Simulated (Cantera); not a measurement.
A perfectly stirred reactor is fed with 2.18 % CH4, 2.07 % C2H6, 0.436 % C3H8, 20.0 % O2, 75.2 % N2, 0.122 % H2, equivalence ratio 0.69, at 17.8 atm; it is adiabatic with a 500 K inlet, and is followed from long to short residence time, starting on the burning branch (τ in s: 0.24, 0.099, 0.041, 0.017, 0.0068, 0.0028, 0.0011, 0.00046, 0.00019, 7.7e-05).

Computed with Cantera and GRI-Mech 3.0 (53 species, 325 reactions). The pressure lies above the range GRI-Mech 3.0 was tuned for (to about 10 atm).

**Question.** Predict: blow-out, bracketed by the residence times tried; x(CH4) at τ = 0.240 s; x(C2H6) at τ = 0.240 s; x(C3H8) at τ = 0.240 s; x(C2H2) at τ = 0.240 s; x(CH4) at τ = 2.80 ms; x(C2H6) at τ = 2.80 ms; x(C3H8) at τ = 2.80 ms; x(C2H2) at τ = 2.80 ms; x(HCO) at τ = 2.80 ms.

**Answer.** 
```
Quantity                                                                          Result
------------------------------------------------  --------------------------------------
blow-out, bracketed by the residence times tried  burning at 77.0 µs, the shortest tried
x(CH4) at τ = 0.240 s                                                            1.55e-7
x(C2H6) at τ = 0.240 s                                                           2.18e-8
x(C3H8) at τ = 0.240 s                                                           4.29e-9
x(C2H2) at τ = 0.240 s                                                           1.24e-7
x(CH4) at τ = 2.80 ms                                                            8.66e-6
x(C2H6) at τ = 2.80 ms                                                           1.47e-6
x(C3H8) at τ = 2.80 ms                                                           3.03e-7
x(C2H2) at τ = 2.80 ms                                                           6.00e-6
x(HCO) at τ = 2.80 ms                                                            2.97e-8
```
